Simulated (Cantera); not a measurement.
A perfectly stirred reactor is fed with 4.89 % C2H6, 18.8 % O2, 70.9 % N2, 5.38 % H2O, at 3.90 bar; it is adiabatic with a 550 K inlet, and is followed from long to short residence time, starting on the burning branch (τ in s: 0.21, 0.065, 0.02, 0.0063, 0.002, 0.00061, 0.00019, 6e-05, 1.9e-05, 5.8e-06).

Computed with Cantera and GRI-Mech 3.0 (53 species, 325 reactions).

Question: Predict: blow-out, bracketed by the residence times tried; x(C2H6) at τ = 0.210 s; x(O2) at τ = 0.210 s; x(H2O) at τ = 0.210 s; x(HCO) at τ = 0.210 s; x(CO) at τ = 0.210 s; x(C2H6) at τ = 0.610 ms; x(O2) at τ = 0.610 ms; x(H2O) at τ = 0.610 ms; x(HCO) at τ = 0.610 ms; x(CO) at τ = 0.610 ms.

Answer: 
```json
{
 "blow_out_bracketed_by_the_residence_times_tried": "burning at 60.0 µs, out at 19.0 µs",
 "x(C2H6) at τ = 0.210 s": "3.36e-8",
 "x(O2) at τ = 0.210 s": "0.0167",
 "x(H2O) at τ = 0.210 s": "0.192",
 "x(HCO) at τ = 0.210 s": "2.61e-9",
 "x(CO) at τ = 0.210 s": "0.00340",
 "x(C2H6) at τ = 0.610 ms": "8.68e-6",
 "x(O2) at τ = 0.610 ms": "0.0231",
 "x(H2O) at τ = 0.610 ms": "0.185",
 "x(HCO) at τ = 0.610 ms": "7.37e-7",
 "x(CO) at τ = 0.610 ms": "0.0120"
}
```
